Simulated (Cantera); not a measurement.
An isothermal, constant-pressure homogeneous reactor starts with C2H6 : N2 = 1 : 40 (molar parts), at 1300 K and 320 Pa. Integrator tolerance rtol = 1e-08.

Model: GRI-Mech 3.0 (53 species, 325 reactions), integrated in Cantera. GRI-Mech 3.0 stops at C3 and has no aromatics, soot or wall deposition, so with more carbon than oxygen in the feed, carbon stays in small species such as C2H2 where larger ones or solid carbon would form. Radical loss at walls, strong at low pressure, is not modelled.

### Question
What does this change do: pressure from 320 Pa to 100000 Pa?

### Answer
```json
[
 {"quantity": "x(C2H6) at 300 s", "before": "2.34e-7 (gas-phase equilibrium 2.22e-11)", "after": "2.74e-6 (gas-phase equilibrium 1.13e-6)"},
 {"quantity": "x(H2) at 300 s", "before": "0.0367 (gas-phase equilibrium 0.0465)", "after": "0.0334 (gas-phase equilibrium 0.0378)"},
 {"quantity": "x(C2H) at 300 s", "before": "4.16e-10 (gas-phase equilibrium 2.88e-10)", "after": "4.98e-11 (gas-phase equilibrium 1.43e-11)"},
 {"quantity": "x(C2H2) at 300 s", "before": "0.0200 (gas-phase equilibrium 0.00704)", "after": "0.0178 (gas-phase equilibrium 0.00556)"},
 {"quantity": "x(CH3) at 300 s", "before": "6.13e-6 (gas-phase equilibrium 4.94e-8)", "after": "9.68e-7 (gas-phase equilibrium 6.30e-7)"},
 {"quantity": "x(C2H4) at 300 s", "before": "1.38e-5 (gas-phase equilibrium 2.97e-6)", "after": "0.00169 (gas-phase equilibrium 0.000596)"}
]
```
